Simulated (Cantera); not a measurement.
An adiabatic, constant-pressure homogeneous reactor starts with CH₄ : O₂ : N₂ = 1 : 2.5 : 9.4 (molar parts), at 1625 K and 3750 Torr. Integrator tolerance rtol = 1e-08.

Model: GRI-Mech 3.0 (53 species, 325 reactions), integrated in Cantera.

**Question.** What does this change do: constant volume in place of constant pressure?

**Answer.** 
| quantity | before | after |
|---|---|---|
| time of steepest temperature rise | 0.101 ms | 94.3 µs |
| temperature at 7.00 s | 2810 K | 2989 K |
| equilibrium temperature | 2810 K | 2989 K |
| x(CH₄) at 7.00 s | <1e-12 (gas-phase equilibrium <1e-12) | <1e-12 (gas-phase equilibrium <1e-12) |
| x(O₂) at 7.00 s | 0.0380 (gas-phase equilibrium 0.0380) | 0.0381 (gas-phase equilibrium 0.0381) |
| x(H₂O) at 7.00 s | 0.134 (gas-phase equilibrium 0.134) | 0.128 (gas-phase equilibrium 0.128) |
| x(CO) at 7.00 s | 0.0203 (gas-phase equilibrium 0.0203) | 0.0262 (gas-phase equilibrium 0.0262) |
| x(CH₂) at 7.00 s | <1e-12 (gas-phase equilibrium <1e-12) | <1e-12 (gas-phase equilibrium <1e-12) |

**Question.** What does this change do: pressure from 3750 Torr to 158 Torr?

**Answer.** 
```csv
quantity,before,after
time of steepest temperature rise,0.101 ms,1.43 ms
temperature at 7.00 s,2810 K,2604 K
equilibrium temperature,2810 K,2604 K
x(CH₄) at 7.00 s,<1e-12 (gas-phase equilibrium <1e-12),<1e-12 (gas-phase equilibrium <1e-12)
x(O₂) at 7.00 s,0.0380 (gas-phase equilibrium 0.0380),0.0437 (gas-phase equilibrium 0.0437)
x(H₂O) at 7.00 s,0.134 (gas-phase equilibrium 0.134),0.121 (gas-phase equilibrium 0.121)
x(CO) at 7.00 s,0.0203 (gas-phase equilibrium 0.0203),0.0295 (gas-phase equilibrium 0.0295)
x(CH₂) at 7.00 s,<1e-12 (gas-phase equilibrium <1e-12),<1e-12 (gas-phase equilibrium <1e-12)
```

**Question.** What does this change do: CH4 1 to 1.3 parts?

**Answer.** 
| quantity | before | after |
|---|---|---|
| time of steepest temperature rise | 0.101 ms | 0.109 ms |
| temperature at 7.00 s | 2810 K | 2907 K |
| equilibrium temperature | 2810 K | 2907 K |
| x(CH₄) at 7.00 s | <1e-12 (gas-phase equilibrium <1e-12) | <1e-12 (gas-phase equilibrium <1e-12) |
| x(O₂) at 7.00 s | 0.0380 (gas-phase equilibrium 0.0380) | 0.0142 (gas-phase equilibrium 0.0142) |
| x(H₂O) at 7.00 s | 0.134 (gas-phase equilibrium 0.134) | 0.156 (gas-phase equilibrium 0.156) |
| x(CO) at 7.00 s | 0.0203 (gas-phase equilibrium 0.0203) | 0.0441 (gas-phase equilibrium 0.0441) |
| x(CH₂) at 7.00 s | <1e-12 (gas-phase equilibrium <1e-12) | <1e-12 (gas-phase equilibrium <1e-12) |
